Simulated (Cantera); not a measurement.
## Equilibrium for sublimation and decomposition of ceramics: MgO + C + H2

Feed: 1 mol MgO, 0.023 mol C, 5.8 mol H2, held at 0.190 bar.

Cantera equilibrium calculation (NASA polynomials, part measured and part estimated; ideal gas, pure solids and liquids). Candidate condensed phases: C, C6H6, C7H8, C8H18, H2O, Mg, MgCO3, MgO, Mg(OH)2; 116 gas species. The tables' values for MgH are old estimates; treat these amounts as uncertain. The numbers say what is thermodynamically allowed, not how fast it happens.

From 1850 °C to 2150 °C the condensed part is MgO(s). From 2250 °C to 2750 °C nothing is condensed. The main Mg-bearing gas is Mg throughout.

| T (°C) | x H2 | x H | x Mg | x H2O | x OH | x O | x CO | x MgOH | n MgO(s) |
|---|---|---|---|---|---|---|---|---|---|
| 1850 | 0.948 | 0.00801 | 0.0219 | 0.0181 | 1.89e-5 | 1.14e-7 | 0.00383 | 9.24e-5 | 0.868 |
| 1950 | 0.910 | 0.0140 | 0.0375 | 0.0338 | 7.53e-5 | 8.04e-7 | 0.00375 | 0.000259 | 0.768 |
| 2050 | 0.853 | 0.0231 | 0.0614 | 0.0579 | 0.000260 | 4.79e-6 | 0.00362 | 0.000654 | 0.607 |
| 2150 | 0.771 | 0.0357 | 0.0954 | 0.0917 | 0.000803 | 2.48e-5 | 0.00343 | 0.00149 | 0.357 |
| 2250 | 0.666 | 0.0520 | 0.138 | 0.133 | 0.00222 | 0.000114 | 0.00318 | 0.00302 | 0 |
| 2350 | 0.644 | 0.0776 | 0.137 | 0.130 | 0.00371 | 0.000288 | 0.00314 | 0.00266 | 0 |
| 2450 | 0.616 | 0.111 | 0.134 | 0.125 | 0.00593 | 0.000682 | 0.00308 | 0.00232 | 0 |
| 2550 | 0.579 | 0.155 | 0.131 | 0.118 | 0.00902 | 0.00151 | 0.00301 | 0.00200 | 0 |
| 2650 | 0.535 | 0.208 | 0.126 | 0.108 | 0.0130 | 0.00314 | 0.00291 | 0.00169 | 0 |
| 2750 | 0.484 | 0.270 | 0.121 | 0.0942 | 0.0178 | 0.00608 | 0.00279 | 0.00138 | 0 |
x: gas mole fraction; n: condensed amount in mol.
